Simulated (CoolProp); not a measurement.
A closed Brayton cycle with carbon dioxide: compressor inlet 333.15 K and 10 MPa, high pressure 21.5 MPa, turbine inlet 695 K, compressor efficiency 0.85, turbine efficiency 0.9, recuperator effectiveness 0.9 (on enthalpy, no pinch check). Each further row changes one setting.

Model: reference Helmholtz-energy equation of state, Span 1996, in CoolProp.

```csv
case,thermal efficiency (%),net work (kJ/kg),compressor to turbine work,compressor exit (K),turbine exit (K)
as stated,?,47.4,0.44,393.1,610.7
turbine inlet 645 K,?,?,?,393.1,563.8
compressor inlet 343.15 K,24.8,?,0.50,?,610.7
high pressure 18.3 MPa,24.9,39.6,?,380.3,628.2
recuperator effectiveness 0.5,16.7,47.4,0.44,393.1,610.7
```

Task: What belongs in the gaps?

Result: 
- as stated, thermal efficiency (%): 26.2
- turbine inlet 645 K, thermal efficiency (%): 23.7
- turbine inlet 645 K, net work (kJ/kg): 39.9
- turbine inlet 645 K, compressor to turbine work: 0.48
- compressor inlet 343.15 K, net work (kJ/kg): 42.1
- compressor inlet 343.15 K, compressor exit (K): 409.3
- high pressure 18.3 MPa, compressor to turbine work: 0.41
